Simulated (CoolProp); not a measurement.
Properties of hydrogen chloride along the isotherm 619.5 K.

The numbers come from the reference Helmholtz-energy equation of state, Thol 2018 in CoolProp.

| p (bar) | phase | cv (kJ/(kg K)) | speed of sound (m/s) | isothermal compressibility (1/MPa) | fugacity coefficient |
|---|---|---|---|---|---|
| 0.657 | gas | 0.5851 | 443.1 | 15.23 | 0.9997 |
| 1.17 | gas | 0.5852 | 443.1 | 8.552 | 0.9994 |
| 2.08 | gas | 0.5853 | 443.1 | 4.813 | 0.9990 |
| 3.7 | gas | 0.5855 | 443.0 | 2.708 | 0.9982 |
| 6.57 | gas | [?] | 443.0 | 1.527 | 0.9968 |
| 11.7 | gas | [?] | 442.9 | 0.8595 | 0.9943 |
| 20.8 | gas | 0.5875 | 442.9 | 0.4854 | 0.9899 |
| 37 | gas | 0.5895 | 443.1 | 0.2746 | 0.9824 |
| 65.7 | gas | [?] | 444.0 | [?] | 0.9697 |
| 117 | supercritical | [?] | 447.8 | [?] | [?] |
| 208 | supercritical | 0.6104 | 459.7 | 0.04931 | 0.9200 |

Q: Some entries are withheld; supply them.

A: 
- 6.57, cv (kJ/(kg K)): 0.5858
- 11.7, cv (kJ/(kg K)): 0.5864
- 65.7, cv (kJ/(kg K)): 0.5929
- 65.7, isothermal compressibility (1/MPa): 0.1561
- 117, cv (kJ/(kg K)): 0.5991
- 117, isothermal compressibility (1/MPa): 0.08837
- 117, fugacity coefficient: 0.9494
